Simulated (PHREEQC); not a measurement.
Consider water at 30 °C with 0.8 mol Na2CO3 and 3.3 mol KBr per kg of water. Closed to the air; pH follows from the charge balance.

All values are PHREEQC results (Pitzer model, pitzer.dat), not measurements.

```json
[
 {"quantity": "pH", "before": "11.60", "after": "14.78"},
 {"quantity": "ionic strength (mol/kgw)", "before": "5.69", "after": "5.70"},
 {"quantity": "HCO3- (mol/kgw)", "before": "0.00685", "after": "1.08e-5"},
 {"quantity": "SI of Natron (Na2CO3:10H2O)", "before": "-1.11", "after": "-1.11"},
 {"quantity": "SI of Nahcolite (NaHCO3)", "before": "-2.12", "after": "-4.93"}
]
```

Task: What was changed between the two runs?
A) KBr replaced by KOH at the same molality
B) Na2CO3 from 0.8 to 0.4 mol/kgw
C) diluted 2-fold with water
D) diluted 5-fold with water

Result: A, KBr replaced by KOH at the same molality

This is a speciation only: nothing precipitates in the calculation. In brines, pH and single-ion activities rest on the MacInnes convention.
